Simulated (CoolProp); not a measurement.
A Linde-Hampson liquefier for oxygen: isothermal reversible compression at 280 K from 1 atm to 15 MPa, throttling to 1 atm, return gas leaving the recuperator 5 K below the feed. Each further row changes one setting.

Computed with CoolProp (reference Helmholtz-energy equation of state, Schmidt 1985).

| case | liquid yield per pass | compression work (kJ/kg of gas) |
|---|---|---|
| as stated | … | 356 |
| high pressure 30 MPa | … | … |
| warm-end temperature 310 K | … | … |
| warm-end gap 10 K | … | 356 |

Task: Complete the blanks.

Result: 
- as stated, liquid yield per pass: 0.091
- high pressure 30 MPa, liquid yield per pass: 0.156
- high pressure 30 MPa, compression work (kJ/kg of gas): 402
- warm-end temperature 310 K, liquid yield per pass: 0.065
- warm-end temperature 310 K, compression work (kJ/kg of gas): 398
- warm-end gap 10 K, liquid yield per pass: 0.080

Above 300 K oxygen's equation is extrapolated.
